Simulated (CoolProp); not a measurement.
Properties of diethyl ether at several states (Tc = 467.9 K, pc = 3.717 MPa, ω = 0.282).

Values from CoolProp's reference Helmholtz-energy equation of state, Thol 2014.

```
T (K)  p (MPa)   phase  density (kg/m³)  isothermal compressibility (1/MPa)
-----  -------  ------  ---------------  ----------------------------------
358.2    0.578  liquid              [?]                                 [?]
468.1     3.56     gas              [?]                                 [?]
325.6   0.0212     gas           0.5846                               47.51
```

Question: Some entries are withheld; supply them.

Answer: 
- 358.2, density (kg/m³): 631.7
- 358.2, isothermal compressibility (1/MPa): 0.004476
- 468.1, density (kg/m³): 150.8
- 468.1, isothermal compressibility (1/MPa): 1.261
